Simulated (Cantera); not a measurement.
# Pyrogenic steam for wet oxidation

An isothermal, constant-pressure homogeneous reactor starts with H₂ : O₂ : N₂ : H₂O = 0.63 : 1 : 7.6 : 0.43 (molar parts), equivalence ratio 0.32, at 998 K and 0.444 atm.

Cantera simulation using GRI-Mech 3.0 (53 species, 325 reactions); the numbers are that mechanism's predictions, not measurements. The temperature is held fixed by assumption; the heat of reaction is taken as removed at once.

```json
[
 {"t (s)": "7.00e-5", "x H₂": "0.0652", "x O₂": "0.104", "x HO₂": "2.75e-10", "x O": "5.29e-11", "x H₂O": "0.0445", "x H": "1.98e-10"},
 {"t (s)": "0.000256", "x H₂": "0.0652", "x O₂": "0.104", "x HO₂": "1.01e-8", "x O": "2.38e-9", "x H₂O": "0.0445", "x H": "8.17e-9"},
 {"t (s)": "0.000936", "x H₂": "0.0515", "x O₂": "0.0971", "x HO₂": "4.34e-5", "x O": "0.000759", "x H₂O": "0.0570", "x H": "0.00291"},
 {"t (s)": "0.00343", "x H₂": "0.00224", "x O₂": "0.0743", "x HO₂": "2.28e-5", "x O": "3.00e-5", "x H₂O": "0.111", "x H": "1.25e-5"},
 {"t (s)": "0.0125", "x H₂": "0.000958", "x O₂": "0.0737", "x HO₂": "1.35e-5", "x O": "3.87e-6", "x H₂O": "0.112", "x H": "9.17e-7"},
 {"t (s)": "0.0458", "x H₂": "0.000410", "x O₂": "0.0735", "x HO₂": "7.45e-6", "x O": "1.03e-6", "x H₂O": "0.113", "x H": "1.71e-7"},
 {"t (s)": "0.168", "x H₂": "0.000102", "x O₂": "0.0733", "x HO₂": "2.51e-6", "x O": "1.55e-7", "x H₂O": "0.113", "x H": "1.78e-8"},
 {"t (s)": "0.613", "x H₂": "1.81e-5", "x O₂": "0.0733", "x HO₂": "5.28e-7", "x O": "1.01e-8", "x H₂O": "0.113", "x H": "9.63e-10"},
 {"t (s)": "2.24", "x H₂": "2.59e-6", "x O₂": "0.0733", "x HO₂": "8.29e-8", "x O": "5.87e-10", "x H₂O": "0.113", "x H": "5.02e-11"},
 {"t (s)": "8.20", "x H₂": "1.19e-7", "x O₂": "0.0733", "x HO₂": "5.27e-9", "x O": "2.94e-11", "x H₂O": "0.113", "x H": "1.26e-12"},
 {"t (s)": "30.0", "x H₂": "3.63e-10", "x O₂": "0.0733", "x HO₂": "9.34e-10", "x O": "1.15e-11", "x H₂O": "0.113", "x H": "<1e-12"}
]
```
x: mole fraction; the columns are a selection and need not sum to one.

Equilibrium at this temperature and pressure: H₂ 5.18e-11, O₂ 0.0733, HO₂ 3.57e-10, O 6.01e-11, H₂O 0.113, H <1e-12 (gas phase only).
